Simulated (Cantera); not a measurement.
A perfectly stirred reactor is fed with 1.77 % H2, 98.2 % O2, equivalence ratio 0.0090, at 0.0217 atm; it is held at 1350 K, and followed from long to short residence time.

Model: the H2/O2 subset of GRI-Mech 3.0, which has no nitrogen chemistry, integrated in Cantera. Radical loss at walls, strong at low pressure, is not modelled.

x: mole fraction; the columns are a selection and need not sum to one.

```tsv
τ (s)	x H2	x O2	x O	x H2O2	x OH	x H2O
3.4	[?]	0.981	0.00104	1.38e-8	0.000564	0.0175
0.73	[?]	0.979	0.00267	2.15e-8	0.000905	0.0173
0.16	[?]	0.975	0.00596	2.95e-8	0.00136	0.0169
0.034	[?]	0.971	0.0103	3.71e-8	0.00186	0.0163
0.0073	[?]	0.968	0.0125	4.81e-8	0.00238	0.0153
0.0016	[?]	0.969	0.0114	7.03e-8	0.00312	0.0131
0.00033	[?]	0.974	0.00598	7.20e-8	0.00306	0.00695
```

### Question
Complete the blanks.

### Answer

- 3.4, x H2: 1.82e-5
- 0.73, x H2: 4.50e-5
- 0.16, x H2: 0.000105
- 0.034, x H2: 0.000251
- 0.0073, x H2: 0.000712
- 0.0016, x H2: 0.00241
- 0.00033, x H2: 0.00875
